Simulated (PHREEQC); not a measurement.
Hard or scaling water: an equilibrium model

A solution holds 1.4 mmol/kgw CaSO4, 79 mmol/kgw Na2HPO4 and 0.035 mmol/kgw KCl, at 25 °C. Closed to the air; pH follows from the charge balance.

The numbers come from PHREEQC with the ion-association model, phreeqc.dat.

Each row changes one thing in this solution. No solid was allowed to form.

```json
[
 {"case": "as made", "pH": "8.70", "ionic strength (mol/kgw)": "0.224", "Na+ (mol/kgw)": "0.152", "HPO4-2 (mol/kgw)": "0.0707", "NaHPO4- (mol/kgw)": "0.00601", "SO4-2 (mol/kgw)": "0.00115", "SI of Gypsum (CaSO4:2H2O)": "-3.27", "SI of Hydroxyapatite (Ca5(PO4)3OH)": "+11.36"},
 {"case": "diluted 100-fold with water", "pH": "8.90", "ionic strength (mol/kgw)": "0.00238", "Na+ (mol/kgw)": "0.00158", "HPO4-2 (mol/kgw)": "0.000768", "NaHPO4- (mol/kgw)": "1.91e-6", "SO4-2 (mol/kgw)": "1.39e-5", "SI of Gypsum (CaSO4:2H2O)": "-5.58", "SI of Hydroxyapatite (Ca5(PO4)3OH)": "[?]"},
 {"case": "KCl left out", "pH": "8.70", "ionic strength (mol/kgw)": "0.224", "Na+ (mol/kgw)": "0.152", "HPO4-2 (mol/kgw)": "0.0707", "NaHPO4- (mol/kgw)": "0.00601", "SO4-2 (mol/kgw)": "0.00115", "SI of Gypsum (CaSO4:2H2O)": "-3.27", "SI of Hydroxyapatite (Ca5(PO4)3OH)": "+11.36"},
 {"case": "0.0016 mol/kgw HBr added", "pH": "[?]", "ionic strength (mol/kgw)": "0.224", "Na+ (mol/kgw)": "0.152", "HPO4-2 (mol/kgw)": "[?]", "NaHPO4- (mol/kgw)": "0.00594", "SO4-2 (mol/kgw)": "0.00115", "SI of Gypsum (CaSO4:2H2O)": "-3.09", "SI of Hydroxyapatite (Ca5(PO4)3OH)": "+10.70"},
 {"case": "Na2HPO4 from 0.079 to 0.395 mol/kgw", "pH": "8.75", "ionic strength (mol/kgw)": "1.02", "Na+ (mol/kgw)": "0.709", "HPO4-2 (mol/kgw)": "[?]", "NaHPO4- (mol/kgw)": "[?]", "SO4-2 (mol/kgw)": "0.000870", "SI of Gypsum (CaSO4:2H2O)": "-4.09", "SI of Hydroxyapatite (Ca5(PO4)3OH)": "+10.65"}
]
```

Q: What belongs in the gaps?

A: 
- diluted 100-fold with water, SI of Hydroxyapatite (Ca5(PO4)3OH): +3.38
- 0.0016 mol/kgw HBr added, pH: 8.31
- 0.0016 mol/kgw HBr added, HPO4-2 (mol/kgw): 0.0697
- Na2HPO4 from 0.079 to 0.395 mol/kgw, HPO4-2 (mol/kgw): 0.310
- Na2HPO4 from 0.079 to 0.395 mol/kgw, NaHPO4- (mol/kgw): 0.0805

The ionic strength passes 0.7 mol/kgw, the rough limit of the ion-association models, in Na2HPO4 from 0.079 to 0.395 mol/kgw. Some of these states are supersaturated (in Hydroxyapatite, for instance).
